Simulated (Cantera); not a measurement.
Charge: 1 mol CuO, 0.4 mol C, 1.1 mol N2, held at 19.0 Pa.

Cantera equilibrium calculation (NASA polynomials, part measured and part estimated; ideal gas, pure solids and liquids). Candidate condensed phases: C, Cu, CuO, Cu2O; 27 gas species. Mutual solubility and eutectic melting of coexisting phases are not modelled. Equilibrium is a limit: real reactors are often held back by kinetics, nucleation or transport.

Over these rows the condensed part is Cu(s) + Cu2O(s). Partial pressures as log10 of bar:

```json
[
 {"T (K)": "925", "1000/T (1/K)": "1.0811", "log p Cu": "-12.22", "log p N2": "-3.86", "log p CO2": "-4.30"},
 {"T (K)": "1000", "1000/T (1/K)": "1.0000", "log p Cu": "?", "log p N2": "-3.86", "log p CO2": "-4.30"},
 {"T (K)": "1075", "1000/T (1/K)": "0.9302", "log p Cu": "-9.59", "log p N2": "-3.86", "log p CO2": "-4.30"},
 {"T (K)": "1150", "1000/T (1/K)": "0.8696", "log p Cu": "-8.54", "log p N2": "-3.86", "log p CO2": "-4.30"},
 {"T (K)": "1225", "1000/T (1/K)": "0.8163", "log p Cu": "-7.62", "log p N2": "-3.86", "log p CO2": "-4.30"},
 {"T (K)": "1300", "1000/T (1/K)": "0.7692", "log p Cu": "-6.80", "log p N2": "-3.86", "log p CO2": "-4.30"}
]
```

Fit log p(Cu) = a + b·(1000/T) to the five rows, give the apparent enthalpy, and predict the row at 1000 K.

Means: 1000/T = 0.8933, log p = -8.954. Sxy = -1.016664, Sxx = 0.0585219, so b = -17.37 and a = -8.954 − (-17.37)×0.8933 = 6.56.
Apparent enthalpy: −19.145 × (-17.37) = 333 kJ/mol. The condensed phases alone fix this pressure, through Cu(s) = Cu(g), so the slope is that reaction's ΔH° and the other gases don't enter. The five rows lie within 0.01 of the line.
Prediction at 1000 K: 6.56 + (-17.37)×1.0000 = -10.81. The computed value is -10.81, 0.00 from the line.
